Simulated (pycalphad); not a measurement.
Computed with pycalphad from the COST 507 light-alloy database (1999), at 1 atm. The database dates from 1999; later assessments differ in places, in temperatures and in the compounds included. Phase fractions are per mole of atoms.

Question: Give the equilibrium state of Hf-75C (at.%) at 700 K.

Answer: 
```
T = 700.00 K, P = 101325 Pa, N = 1 mol of atoms
G = -64596 J/mol, H = -45175 J/mol, S = 27.74 J/(mol K)  (SER reference)
chemical potentials (J/mol): Hf -239285, C -6366
phase             fraction      x(Hf)       x(C)
GRAPHITE            0.5052       none     1.0000
FCC_A1              0.4948     0.5052     0.4948
```

FCC_A1 is fcc. An entry "none" or "no" means that the model of the phase leaves that element out. The fcc model also describes the rock-salt carbide or nitride (TiC, TiN, HfC).
